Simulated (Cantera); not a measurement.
Input: 1 mol SiCl4, 0.22 mol Cl2, 220 mol N2, equilibrated at 1275 °C and 1.33 mbar.

Cantera equilibrium calculation (NASA polynomials, part measured and part estimated; ideal gas, pure solids and liquids). Candidate condensed phases: Si, Si3N4; 13 gas species. The tables' values for SiCl3 are old estimates; treat these amounts as uncertain. Rates play no part.

Base state: N2 0.989, Cl 0.00628, SiCl4 0.00182, SiCl2 0.00164, SiCl3 0.00103 (mole fractions); condensed: gas only.

What changes in the equilibrium state with this change: pressure from 1.33 mbar to 17.0 mbar?


```
species   before     after
-------  -------  --------
N2         0.989     0.993
SiCl4    0.00182   0.00396
Cl       0.00628   0.00262
SiCl2    0.00164  0.000126
SiCl3    0.00103  0.000423
Cl2      8.24e-6   1.83e-5
```

What changes in the equilibrium state with this change: temperature from 1275 °C to 975 °C?


| species | before | after |
|---|---|---|
| N2 | 0.989 | 0.994 |
| SiCl4 | 0.00182 | 0.00451 |
| Cl | 0.00628 | 0.00184 |
| SiCl2 | 0.00164 | 5.31e-8 |
| SiCl3 | 0.00103 | 5.76e-6 |
| Cl2 | 8.24e-6 | 7.68e-5 |
